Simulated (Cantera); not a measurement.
A perfectly stirred reactor is fed with CH4 : CO2 : H2 = 1 : 0.78 : 0.26 (molar parts), at 165 Torr; it is held at 2023 K, and followed from long to short residence time.

Model: GRI-Mech 3.0 (53 species, 325 reactions), integrated in Cantera.

### Question
Predict: x(CH4) at τ = 19.0 s; x(CO2) at τ = 19.0 s; x(H2) at τ = 19.0 s; x(CH2O) at τ = 19.0 s; x(CH4) at τ = 0.250 s; x(CO2) at τ = 0.250 s; x(H2) at τ = 0.250 s; x(CH2O) at τ = 0.250 s.

### Answer
| Property | Value |
|---|---|
| x(CH4) at τ = 19.0 s | 0.000916 |
| x(CO2) at τ = 19.0 s | 0.000177 |
| x(H2) at τ = 19.0 s | 0.559 |
| x(CH2O) at τ = 19.0 s | 2.29e-8 |
| x(CH4) at τ = 0.250 s | 0.00736 |
| x(CO2) at τ = 0.250 s | 0.00680 |
| x(H2) at τ = 0.250 s | 0.518 |
| x(CH2O) at τ = 0.250 s | 7.51e-7 |
